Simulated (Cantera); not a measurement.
A Cantera script and its output.

```python
import numpy as np
import cantera as ct

gas = ct.Solution("gri30.yaml")
gas.TPX = 1375, 390000, {'CH4': 1, 'CO2': 0.31}
reactor = ct.IdealGasConstPressureReactor(gas, energy="off", clone=False)
net = ct.ReactorNet([reactor])
net.rtol, net.atol = 1e-08, 1e-18
show = ['CH4', 'CO2', 'H', 'C2H6', 'HO2', 'H2']
times = np.geomspace(3e-06, 100, 15)

steps = ct.SolutionArray(gas, extra=["t"])
rows = []
print(f"{'t/s':>10s}{'T/K':>9s}{'P/Pa':>11s}" + "".join(f"{s:>11s}" for s in show))
for t in times:
    while net.time < t:
        t_next = net.step()
        steps.append(gas.state, t=t_next)
    rows.append([np.interp(t, steps.t, y) for y in (steps.T, steps.P, *steps(*show).X.T)])
    print(f"{t:10.3e}{rows[-1][0]:9.1f}{rows[-1][1]:11.4g}" + "".join(f"{x:11.3e}" for x in rows[-1][2:]))
rate = np.gradient(steps.T, steps.t)
print("integrator steps:", len(steps.t))
if steps.T.max() > steps.T[0] + 200:
    print(f"time of steepest temperature rise: {steps.t[rate.argmax()]:.4e} s")
gas.TPX = 1375, 390000, {'CH4': 1, 'CO2': 0.31}
gas.equilibrate("TP")
print(f"equilibrium (TP): T = {gas.T:.1f} K  " + "  ".join(f"{s} {gas[s].X[0]:.3e}" for s in show))
```

Output:

```
       t/s      T/K       P/Pa        CH4        CO2          H       C2H6        HO2         H2
 3.000e-06   1375.0    3.9e+05  7.634e-01  2.366e-01  1.737e-09  3.415e-11  4.709e-21  2.040e-07
 1.034e-05   1375.0    3.9e+05  7.634e-01  2.366e-01  1.738e-09  1.405e-09  1.212e-20  7.074e-07
 3.563e-05   1375.0    3.9e+05  7.634e-01  2.366e-01  1.749e-09  5.615e-08  1.859e-20  2.447e-06
 1.228e-04   1375.0    3.9e+05  7.633e-01  2.366e-01  1.831e-09  1.765e-06  1.788e-20  8.584e-06
 4.232e-04   1375.0    3.9e+05  7.633e-01  2.366e-01  1.954e-09  1.975e-05  1.785e-20  3.098e-05
 1.458e-03   1375.0    3.9e+05  7.631e-01  2.366e-01  2.128e-09  8.912e-05  1.922e-20  1.107e-04
 5.026e-03   1375.0    3.9e+05  7.626e-01  2.366e-01  2.848e-09  3.135e-04  2.498e-20  4.076e-04
 1.732e-02   1375.0    3.9e+05  7.604e-01  2.365e-01  6.395e-09  8.895e-04  5.334e-20  1.705e-03
 5.969e-02   1375.0    3.9e+05  7.512e-01  2.357e-01  2.322e-08  1.406e-03  1.967e-19  8.261e-03
 2.057e-01   1375.0    3.9e+05  7.169e-01  2.310e-01  8.190e-08  1.159e-03  8.466e-19  3.502e-02
 7.089e-01   1375.0    3.9e+05  6.203e-01  2.117e-01  2.327e-07  7.817e-04  3.556e-18  1.070e-01
 2.443e+00   1375.0    3.9e+05  4.462e-01  1.430e-01  5.811e-07  9.875e-04  1.175e-17  1.960e-01
 8.420e+00   1375.0    3.9e+05  3.465e-01  5.197e-02  7.811e-07  1.139e-03  1.026e-17  2.036e-01
 2.902e+01   1375.0    3.9e+05  3.473e-01  4.218e-02  8.207e-07  1.083e-03  6.228e-18  2.205e-01
 1.000e+02   1375.0    3.9e+05  3.477e-01  3.032e-02  8.834e-07  9.331e-04  2.279e-18  2.560e-01
integrator steps: 1637
equilibrium (TP): T = 1375.0 K  CH4 2.997e-01  CO2 7.110e-06  H 1.057e-06  C2H6 4.859e-04  HO2 8.738e-26  H2 3.659e-01
```

Computed with Cantera and GRI-Mech 3.0 (53 species, 325 reactions). GRI-Mech 3.0 stops at C3 and has no aromatics, soot or wall deposition, so with more carbon than oxygen in the feed, carbon stays in small species such as C2H2 where larger ones or solid carbon would form.
